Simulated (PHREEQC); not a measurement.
Solution (20 °C): 0.0014 mol/kgw FeSO4, 0.014 mol/kgw NaH2PO4 and 0.012 mol/kgw Na2SO4. Closed to the air; pH follows from the charge balance.

The numbers come from PHREEQC with the ion-association model, phreeqc.dat.

This is a speciation only: nothing precipitates in the calculation.

Problem. Estimate the pH.

Solution. pH 4.63.

Problem. In which forms is Na present?

Solution. Na+ 97 %, NaSO4- 2.7 % of the Na.
